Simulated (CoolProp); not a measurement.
Vapour-liquid equilibrium of propane (1) + isobutane (2) at 39 kPa; x and y are mole fractions of (1).

Computed with CoolProp (multi-fluid Helmholtz-energy mixture model, Lemmon 2009 and Bücker 2006; pair parameters Kunz 2012).

```csv
x,bubble temperature (K),y at the bubble point,dew temperature at overall composition x (K),liquid density (mol/L)
0.05,236.7,0.164,238.6,10.77
0.2,230.2,0.489,236.0,11.20
0.35,225.2,0.679,233.2,11.63
0.5,221.2,0.803,229.9,12.07
0.65,217.7,0.887,226.1,12.53
0.8,214.8,0.947,221.3,13.00
0.95,212.2,0.989,214.6,13.50
```

No azeotrope shows between x = 0.05 and 0.95.

Pair parameters are fitted to limited data, so mixtures are less certain than the pure fluids.
